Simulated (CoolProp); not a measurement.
Properties of isohexane along the isotherm 524.8 K.

Model: reference Helmholtz-energy equation of state, Lemmon 2006, in CoolProp. It is a short technical equation, of lower accuracy than the large ones.

| p (bar) | phase | density (kg/m³) | cp (kJ/(kg K)) | isothermal compressibility (1/MPa) | expansivity (1/kK) |
|---|---|---|---|---|---|
| 3.8 | gas | 7.792 | 2.676 | 2.735 | 2.169 |
| 7.61 | gas | 16.26 | 2.713 | 1.428 | 2.498 |
| 11.4 | gas | 25.50 | 2.759 | 1.004 | 2.916 |
| 15.2 | gas | 35.79 | 2.818 | 0.8015 | 3.464 |
| 19 | gas | 47.43 | 2.897 | 0.6911 | 4.206 |
| 22.8 | gas | 60.90 | 3.008 | 0.6314 | 5.252 |
| 26.6 | gas | 76.98 | 3.172 | 0.6073 | 6.812 |
| 30.4 | gas | 97.02 | 3.437 | 0.6165 | 9.317 |
| 34.2 | supercritical | 123.6 | 3.908 | 0.6672 | 13.76 |
| 38 | supercritical | 162.3 | 4.839 | 0.7739 | 22.44 |
| 41.8 | supercritical | 220.2 | 5.965 | 0.7620 | 32.04 |
| 45.6 | supercritical | 274.6 | 5.261 | 0.4043 | 23.12 |
